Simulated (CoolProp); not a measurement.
Vapour-liquid equilibrium of n-hexane (1) + n-decane (2) at 0.042 MPa; x and y are mole fractions of (1).

Computed with CoolProp (multi-fluid Helmholtz-energy mixture model, Thol 2019 and Lemmon 2006; pair parameters Kunz 2012).

```
x      bubble temperature, mixture model (°C)  bubble temperature, Raoult's law (°C)  y, mixture model  y, Raoult's law
-----  --------------------------------------  -------------------------------------  ----------------  ---------------
0.05                                    125.2                                  122.4             0.445            0.503
0.125                                   105.8                                  102.4             0.742            0.780
0.2                                      92.2                                   89.3             0.863            0.883
0.275                                    82.2                                   79.9             0.919            0.930
0.35                                     74.5                                   72.7             0.949            0.955
0.425                                    68.3                                   67.0             0.967            0.970
0.5                                      63.2                                   62.2             0.978            0.980
0.575                                    59.0                                   58.2             0.985            0.986
0.65                                     55.3                                   54.8             0.990            0.990
0.725                                    52.1                                   51.8             0.993            0.994
0.8                                      49.3                                   49.1             0.996            0.996
0.875                                    46.8                                   46.7             0.998            0.998
0.95                                     44.5                                   44.5             0.999            0.999
```

The largest gap from Raoult's law is +3.4 K in bubble temperature, at x = 0.125. No azeotrope shows between x = 0.05 and 0.95.

Pair parameters are fitted to limited data, so mixtures are less certain than the pure fluids.
